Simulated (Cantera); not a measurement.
A freely propagating, adiabatic, planar premixed flame of 17.4 % H₂, 17.4 % O₂, 65.3 % N₂, equivalence ratio 0.50, unburnt at 673 K and 1.00 atm; mixture-averaged transport, grid criteria slope 0.08 and curve 0.16, no radiation.

Detailed kinetics in Cantera: the H2/O2 subset of GRI-Mech 3.0, which has no nitrogen chemistry. Burning velocities carry a grid error of a few per cent, more on coarse grids. Lean hydrogen flames are cellular in practice and burn faster than this planar one.

x: mole fraction of selected species; z is measured from the peak of heat release.

| z (mm) | T (K) | u (m/s) | x H₂ | x O₂ | x H₂O | x HO₂ | x H | x OH |
|---|---|---|---|---|---|---|---|---|
| -1.32 | 673 | 4.58 | 0.174 | 0.174 | <1e-8 | <1e-8 | <1e-8 | <1e-8 |
| -0.880 | 673 | 4.58 | 0.174 | 0.174 | <1e-8 | <1e-8 | <1e-8 | <1e-8 |
| -0.660 | 673 | 4.58 | 0.173 | 0.174 | 1.23e-7 | 8.25e-8 | <1e-8 | <1e-8 |
| -0.440 | 673 | 4.58 | 0.173 | 0.174 | 1.00e-5 | 7.37e-6 | 4.21e-7 | 1.52e-8 |
| -0.220 | 716 | 4.80 | 0.158 | 0.175 | 0.00338 | 0.000250 | 0.000293 | 0.000116 |
| -0.110 | 907 | 5.95 | 0.123 | 0.168 | 0.0265 | 0.000176 | 0.00354 | 0.000733 |
| 0 | ? | 7.81 | ? | ? | ? | ? | ? | ? |
| 0.110 | 1448 | 9.24 | 0.0230 | 0.109 | 0.139 | 6.63e-5 | 0.0163 | 0.00702 |
| 0.220 | 1576 | 10.0 | 0.0117 | 0.0979 | 0.158 | 4.89e-5 | 0.0133 | 0.00893 |
| 0.440 | 1705 | 10.8 | 0.00732 | 0.0941 | 0.168 | 3.38e-5 | 0.00774 | 0.00977 |
| 0.880 | 1811 | 11.4 | 0.00454 | 0.0935 | 0.176 | 2.07e-5 | 0.00335 | 0.00899 |
| 1.76 | 1881 | 11.7 | 0.00225 | 0.0938 | 0.182 | 1.08e-5 | 0.00107 | 0.00697 |
| 3.52 | 1920 | 12.0 | ? | 0.0945 | 0.185 | ? | ? | ? |

Task: Fill in the missing entries.

Result: 
- 0, T (K): 1215
- 0, x H₂: 0.0632
- 0, x O₂: 0.140
- 0, x H₂O: 0.0861
- 0, x HO₂: 0.000104
- 0, x H: 0.0127
- 0, x OH: 0.00317
- 3.52, x H₂: 0.000897
- 3.52, x HO₂: 4.86e-6
- 3.52, x H: 0.000258
- 3.52, x OH: 0.00465
